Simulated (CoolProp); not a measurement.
A single-stage vapour-compression cycle with n-perfluorobutane: evaporating at 308.15 K (dew point), condensing at 375.15 K (bubble point), superheat 5 K, subcooling 0 K, compressor efficiency 0.65, no pressure losses. Each further row changes one setting.

Computed with CoolProp (reference Helmholtz-energy equation of state, Gao 2022).

| case | cooling COP | pressure ratio | discharge temperature (K) | refrigerating effect (kJ/kg) | volumetric capacity (kJ/m³) |
|---|---|---|---|---|---|
| as stated | 0.143 | 5.07 | 375.1 | 2.69 | 101 |
| evaporating temperature 313.15 K | 0.377 | 4.38 | 375.1 | 6.53 | 284 |
| condensing temperature 370.15 K | 0.568 | 4.58 | 370.2 | 10.3 | 387 |
| subcooling 5 K | 0.578 | 5.07 | 375.1 | 10.9 | 408 |
| superheat 15 K | 0.557 | 5.07 | 375.1 | 11.9 | 426 |
| compressor efficiency 0.55 | 0.121 | 5.07 | 375.1 | 2.69 | 101 |

The compression ends wet for: as stated; evaporating temperature 313.15 K; condensing temperature 370.15 K; subcooling 5 K; superheat 15 K; compressor efficiency 0.55.
